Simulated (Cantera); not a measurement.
Input: 1 mol FeS₂, 1.5 mol SO₃, 5.1 mol N₂, held at 1823.15 K and 101000 Pa.

Method: chemical equilibrium by Gibbs-energy minimisation in Cantera with the NASA 1993 tables (ideal gas, pure condensed phases). Candidate condensed phases: Fe, FeO, FeS, FeSO₄, FeS₂, Fe₂O₃, Fe₂(SO₄)₃, Fe₃O₄, S; 19 gas species. The tables' stoichiometric FeO is somewhat more stable than real wüstite, so its field is too wide. FeO: taken at fixed stoichiometry. Equilibrium is a limit: real reactors are often held back by kinetics, nucleation or transport.

Base state: N₂ 0.659, SO₂ 0.218, S₂ 0.107, SO 0.0128, S₂O 0.00412, S 0.000290 (mole fractions); condensed: FeO(l).

Task: What changes in the equilibrium state with this change: temperature from 1823.15 K to 1625 K?

Result: 
| species | before | after |
|---|---|---|
| N₂ | 0.659 | 0.670 |
| SO₂ | 0.218 | 0.255 |
| S₂ | 0.107 | 0.0671 |
| SO | 0.0128 | 0.00465 |
| S | 0.000290 | 4.00e-5 |
| S₂O | 0.00412 | 0.00326 |
| FeO(l), mol | 1.000 | 0 |
| FeO(s), mol | 0 | 0.552 |
| FeS(l), mol | 0 | 0.448 |
Metal and sulfide melt together well below either melting point, which pure phases cannot show. Mutual solubility and eutectic melting of coexisting phases are not modelled. FeO, FeS: taken at fixed stoichiometry.
